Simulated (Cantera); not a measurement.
A Cantera script and what it prints.

```python
import numpy as np
import cantera as ct

gas_names = """
    CL CL2 H HCL H2 N NH NH2 NH3 N2 N2H2 N2H4 Si SiCL SiCL2 SiCL3 SiCL4 SiH SiHCL3 SiH2 SiH2CL2 SiH3
    SiH3CL SiH4 SiN Si2 Si2N Si3
""".split()
cond_names = """
    NH4CL(a) NH4CL(b) Si(cr) Si(L) Si3N4(a)
""".split()


def load(file, names, dense=False):
    # The tables refer to 1 bar. Condensed volumes are neglected.
    table = {s.name: s for s in ct.Species.list_from_file(file)}
    out = []
    for n in names:
        d = dict(table[n].input_data)
        d["thermo"] = dict(d["thermo"], **{"reference-pressure": 1e5})
        if dense:
            d["equation-of-state"] = {"model": "constant-volume", "density": "1e6 g/cm^3"}
        out.append(ct.Species.from_dict(d))
    return out


gas = ct.Solution(thermo="ideal-gas", species=load("nasa_gas.yaml", gas_names))
cond = {s.name: ct.Solution(thermo="fixed-stoichiometry", species=[s], name=s.name)
        for s in load("nasa_condensed.yaml", cond_names, dense=True)}
atoms = {
    'Si2Cl6': {'Si': 2, 'CL': 6},
    'N2': {'N': 2},
    'H2': {'H': 2},
    'NH3': {'N': 1, 'H': 3},
}
top_T = {'Si3N4(a)': 2400}  # K; cautious upper limits of use, not melting points


def equilibrate(T, P, feed):
    n = {}
    for name, mol in feed.items():
        for a, k in atoms[name].items():
            n[a] = n.get(a, 0.0) + k * mol
    gas.TPX = T, P, n
    mass = sum(n.values()) * gas.mean_molecular_weight
    gas.equilibrate("TP")
    valid = [c for c in cond.values() if c.min_temp <= T <= top_T.get(c.name, c.max_temp)]
    mix = ct.Mixture([(gas, mass / gas.mean_molecular_weight)] + [(c, 0.0) for c in valid])
    mix.T, mix.P = T, P
    mix.equilibrate("TP", solver="vcs", rtol=1e-11, max_steps=5000)
    return mix


results = []
feed = {'Si2Cl6': 1, 'N2': 0.21, 'H2': 0.14, 'NH3': 7.2}  # mol
P = 10000  # Pa
for T in [1250, 1350, 1450, 1550, 1650, 1750, 1850, 1950, 2050]:
    mix = equilibrate(T, P, feed)
    results.append((T, P, feed, dict(zip(mix.species_names, mix.species_moles))))
    x = sorted(zip(gas.X, gas.species_names), reverse=True)
    print(f"T = {T:g} K  P = {P:g} Pa  gas = {mix.phase_moles(0):.4g} mol")
    print("   x: " + "  ".join(f"{s} {v:.3e}" for v, s in x if v > 1e-06))
    print("   condensed (mol): " + ("  ".join(f"{mix.phase(i).name} {mix.phase_moles(i):.4g}"
          for i in range(1, mix.n_phases) if mix.phase_moles(i) > 1e-12) or "none"))
```

Result:

```
T = 1250 K  P = 10000 Pa  gas = 16.37 mol
   x: H2 5.057e-01  HCL 3.250e-01  N2 1.585e-01  SiCL4 9.511e-03  SiCL3 5.277e-04  SiHCL3 5.266e-04  SiCL2 2.096e-04  SiH2CL2 3.968e-06  NH3 2.186e-06  H 1.087e-06
   condensed (mol): Si3N4(a) 0.6079
T = 1350 K  P = 10000 Pa  gas = 16.39 mol
   x: H2 5.041e-01  HCL 3.260e-01  N2 1.586e-01  SiCL4 7.726e-03  SiCL3 1.458e-03  SiCL2 1.373e-03  SiHCL3 6.842e-04  SiH2CL2 8.838e-06  H 5.351e-06  CL 2.883e-06  NH3 1.458e-06
   condensed (mol): Si3N4(a) 0.6052
T = 1450 K  P = 10000 Pa  gas = 16.46 mol
   x: H2 5.055e-01  HCL 3.174e-01  N2 1.611e-01  SiCL2 6.399e-03  SiCL4 5.631e-03  SiCL3 3.140e-03  SiHCL3 7.729e-04  H 2.126e-05  SiH2CL2 1.643e-05  CL 1.087e-05  NH3 1.044e-06
   condensed (mol): Si3N4(a) 0.5791
T = 1550 K  P = 10000 Pa  gas = 16.64 mol
   x: H2 5.120e-01  HCL 2.902e-01  N2 1.684e-01  SiCL2 2.061e-02  SiCL3 4.824e-03  SiCL4 3.146e-03  SiHCL3 6.824e-04  H 7.127e-05  CL 3.225e-05  SiH2CL2 2.415e-05
   condensed (mol): Si3N4(a) 0.5042
T = 1650 K  P = 10000 Pa  gas = 16.93 mol
   x: H2 5.243e-01  HCL 2.426e-01  N2 1.808e-01  SiCL2 4.523e-02  SiCL3 4.981e-03  SiCL4 1.204e-03  SiHCL3 4.369e-04  H 2.080e-04  CL 7.547e-05  SiH2CL2 2.707e-05  SiCL 7.342e-06
   condensed (mol): Si3N4(a) 0.3738
T = 1750 K  P = 10000 Pa  gas = 17.27 mol
   x: H2 5.391e-01  N2 1.950e-01  HCL 1.878e-01  SiCL2 7.306e-02  SiCL3 3.740e-03  H 5.400e-04  SiCL4 3.403e-04  SiHCL3 2.160e-04  CL 1.451e-04  SiCL 4.794e-05  SiH2CL2 2.439e-05  Si 5.047e-06  SiH2 3.776e-06  SiH 1.550e-06
   condensed (mol): Si3N4(a) 0.2208
T = 1850 K  P = 10000 Pa  gas = 17.58 mol
   x: H2 5.520e-01  N2 2.075e-01  HCL 1.391e-01  SiCL2 9.702e-02  SiCL3 2.342e-03  H 1.266e-03  CL 2.424e-04  SiCL 2.373e-04  SiHCL3 9.334e-05  SiCL4 8.322e-05  Si 6.179e-05  SiH2 2.230e-05  SiH2CL2 1.931e-05  SiH 1.439e-05  Si2N 4.984e-06  SiN 3.414e-06  SiH3CL 1.237e-06
   condensed (mol): Si3N4(a) 0.08122
T = 1950 K  P = 10000 Pa  gas = 17.77 mol
   x: H2 5.430e-01  N2 2.144e-01  HCL 1.422e-01  SiCL2 9.464e-02  H 2.671e-03  SiCL3 1.590e-03  SiCL 5.529e-04  CL 5.243e-04  Si 2.381e-04  SiHCL3 4.466e-05  SiH2 4.306e-05  SiH 4.245e-05  SiCL4 3.320e-05  Si2N 1.413e-05  SiH2CL2 1.145e-05  SiN 1.026e-05  Si2 2.181e-06
   condensed (mol): Si(L) 0.2718
T = 2050 K  P = 10000 Pa  gas = 17.82 mol
   x: H2 5.373e-01  N2 2.138e-01  HCL 1.476e-01  SiCL2 9.167e-02  H 5.259e-03  SiCL 1.156e-03  SiCL3 1.130e-03  CL 1.069e-03  Si 7.728e-04  SiH 1.084e-04  SiH2 7.529e-05  Si2N 3.285e-05  SiN 2.618e-05  SiHCL3 2.323e-05  SiCL4 1.486e-05  Si2 9.009e-06  SiH2CL2 7.130e-06  Si3 1.885e-06
   condensed (mol): Si(L) 0.3057
```

Method: chemical equilibrium by Gibbs-energy minimisation in Cantera with the NASA 1993 tables (ideal gas, pure condensed phases). The feed counts by its element totals alone. The tables' values for SiCl3, SiCl, SiN are old estimates; treat these amounts as uncertain. Gases not in the tables: Si2H6 and higher silanes.
